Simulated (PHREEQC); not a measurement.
Solution (25 °C): 7 mmol/kgw MgBr2. It is in equilibrium with CO2 at log p = -1 (atm). Otherwise closed; pH follows from the charge balance.

Computed with PHREEQC (ion-association model, wateq4f.dat).

No solid was allowed to form.

What pH does the model give?

pH 4.40.

In which forms is C present?

CO2 99 %, HCO3- 1.3 % of the C.

Species that the database lacks are ignored.
